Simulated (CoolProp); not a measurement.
The numbers come from the reference Helmholtz-energy equation of state, Tillner-Roth 1994 in CoolProp.

### Question
For R134a, give the phase and the cp (kJ/(kg K)), cv (kJ/(kg K)), isothermal compressibility (1/MPa), viscosity (µPa s) at 83.85 °C and 19.1 MPa; 100.15 °C and 19.1 MPa.

### Answer
- 83.85 °C and 19.1 MPa: liquid; cp 1.43, cv 0.979, isothermal compressibility 0.00573, viscosity 146
- 100.15 °C and 19.1 MPa: liquid; cp 1.47, cv 0.999, isothermal compressibility 0.00736, viscosity 127

Viscosity comes from a separate model (Huber 2003), an estimate that may be off by 10 % or more.
